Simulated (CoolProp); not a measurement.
Computed with CoolProp (reference Helmholtz-energy equation of state, Thol 2018).

### Question
For hydrogen chloride, give the phase and the Joule-Thomson coefficient (K/MPa) at 501.5 K and 0.273 MPa.

### Answer
- 501.5 K and 0.273 MPa: gas; Joule-Thomson coefficient 5.59
